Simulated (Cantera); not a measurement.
Equilibrium for silicon oxide and oxynitride deposition: HMDSO + O2

Charge: 1 mol HMDSO, 0.11 mol O2, held at 1825 °C.

Method: chemical equilibrium by Gibbs-energy minimisation in Cantera with the NASA 1993 tables (ideal gas, pure condensed phases). Candidate condensed phases: C, C6H6, C7H8, C8H18, H2O, Si, SiC, SiO2; 123 gas species. The feed counts by its element totals alone. Gases not in the tables: Si2H6 and higher silanes. The numbers say what is thermodynamically allowed, not how fast it happens.

| P (Pa) | log p H2 | log p H | log p Si | log p CO | log p SiC2 | n C(graphite) | n SiC(s) |
|---|---|---|---|---|---|---|---|
| 5 | -4.62 | -4.82 | -5.21 | -5.37 | -6.40 | 4.50 | 0 |
| 15 | -4.03 | -4.52 | -4.99 | -4.84 | -6.19 | 3.61 | 1.02 |
| 45 | -3.48 | -4.25 | -4.99 | -4.31 | -6.19 | 3.03 | 1.69 |
| 140 | -2.95 | -3.99 | -4.99 | -3.80 | -6.19 | 2.86 | 1.90 |
| 410 | -2.47 | -3.74 | -4.99 | -3.33 | -6.19 | 2.81 | 1.96 |
| 1200 | -1.99 | -3.51 | -4.99 | -2.86 | -6.19 | 2.79 | 1.98 |
| 3700 | -1.49 | -3.26 | -4.99 | -2.36 | -6.19 | 2.79 | 1.98 |
| 11000 | -1.02 | -3.02 | -4.99 | -1.89 | -6.19 | 2.78 | 1.98 |
| 33000 | -0.54 | -2.78 | -4.99 | -1.41 | -6.19 | 2.78 | 1.99 |
| 100000 | -0.06 | -2.54 | -4.99 | -0.93 | -6.19 | 2.78 | 1.99 |
log p: log10 of the partial pressure in bar; n: condensed amount in mol.

At 0.0375 Torr the condensed part is C(graphite). From 0.113 Torr to 750 Torr the condensed part is C(graphite) + SiC(s). The main Si-bearing gas is Si at 0.0375 Torr and SiO at 750 Torr.
